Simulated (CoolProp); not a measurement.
Vapour-liquid equilibrium of ethylbenzene (1) + m-xylene (2) at 411.4 K; x and y are mole fractions of (1).

The numbers come from the multi-fluid Helmholtz-energy mixture model, Zhou 2012 and Zhou 2012; pair parameters Bell 2016 in CoolProp.

| x | bubble pressure, mixture model (bar) | bubble pressure, Raoult's law (bar) | y, mixture model | y, Raoult's law |
|---|---|---|---|---|
| 0.05 | 0.9961 | 0.9953 | 0.054 | 0.054 |
| 0.15 | 1.006 | 1.003 | 0.161 | 0.160 |
| 0.25 | 1.015 | 1.011 | 0.266 | 0.265 |
| 0.35 | 1.023 | 1.019 | 0.368 | 0.368 |
| 0.45 | 1.032 | 1.027 | 0.469 | 0.469 |
| 0.55 | 1.040 | 1.035 | 0.568 | 0.569 |
| 0.65 | (withheld) | 1.043 | 0.666 | 0.667 |
| 0.75 | (withheld) | 1.051 | 0.762 | 0.764 |
| 0.85 | 1.062 | 1.059 | 0.858 | 0.860 |
| 0.95 | (withheld) | 1.067 | 0.953 | 0.954 |

Some entries are withheld; supply them.


- 0.65, bubble pressure, mixture model (bar): 1.048
- 0.75, bubble pressure, mixture model (bar): 1.055
- 0.95, bubble pressure, mixture model (bar): 1.068

The largest gap from Raoult's law is +0.5 % in bubble pressure, at x = 0.55. No azeotrope shows between x = 0.05 and 0.95.

Pair parameters are fitted to limited data, so mixtures are less certain than the pure fluids.
